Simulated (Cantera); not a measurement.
A perfectly stirred reactor is fed with C₂H₆ : N₂ = 1 : 2.2 (molar parts), at 2.40 Torr; it is held at 1723 K, and followed from long to short residence time.

Detailed kinetics in Cantera: GRI-Mech 3.0 (53 species, 325 reactions). GRI-Mech 3.0 stops at C3 and has no aromatics, soot or wall deposition, so with more carbon than oxygen in the feed, carbon stays in small species such as C2H2 where larger ones or solid carbon would form. Radical loss at walls, strong at low pressure, is not modelled.

Task: What does this change do: C2H6 1 to 0.24 parts?

Result: 
```
quantity                  before     after
----------------------  --------  --------
x(C₂H₆) at τ = 0.570 s  0.000336  0.000183
x(C₂H) at τ = 0.570 s    6.21e-6   4.07e-6
x(C₂H₄) at τ = 0.570 s   0.00202   0.00102
x(H) at τ = 0.570 s      0.00190   0.00126
x(C₂H₂) at τ = 0.570 s     0.177    0.0743
x(C₂H₆) at τ = 16.0 ms    0.0105   0.00544
x(C₂H) at τ = 16.0 ms    7.61e-6   4.73e-6
x(C₂H₄) at τ = 16.0 ms    0.0329    0.0155
x(H) at τ = 16.0 ms      0.00228   0.00153
x(C₂H₂) at τ = 16.0 ms     0.117    0.0439
```

Task: What does this change do: N2 2.2 to 0.68 parts?

Result: 
```
quantity                  before     after
----------------------  --------  --------
x(C₂H₆) at τ = 0.570 s  0.000336  0.000418
x(C₂H) at τ = 0.570 s    6.21e-6   7.71e-6
x(C₂H₄) at τ = 0.570 s   0.00202   0.00262
x(H) at τ = 0.570 s      0.00190   0.00235
x(C₂H₂) at τ = 0.570 s     0.177     0.254
x(C₂H₆) at τ = 16.0 ms    0.0105    0.0136
x(C₂H) at τ = 16.0 ms    7.61e-6   9.73e-6
x(C₂H₄) at τ = 16.0 ms    0.0329    0.0452
x(H) at τ = 16.0 ms      0.00228   0.00283
x(C₂H₂) at τ = 16.0 ms     0.117     0.181
```
